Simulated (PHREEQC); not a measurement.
A solution holds 0.004 mol NaF, 0.0069 mol (NH4)2SiF6 and 0.0013 mol H2SO4 per kg of water, at 20 °C. Closed to the air; pH follows from the charge balance.

Equilibrium calculation in PHREEQC: ion-association model, phreeqc.dat.

Q: The ionic strength comes out as 0.0265 mol/kgw. What activity coefficients do NaSO4-, SO4-2, HSO4-, HF2-, Na+ get?

A: NaSO4- 0.86, SO4-2 0.55, HSO4- 0.86, HF2- 0.86, Na+ 0.86.

Precipitation was switched off in this run. Species that the database lacks are ignored. SiF6-2 is the database's only silicon fluoride.
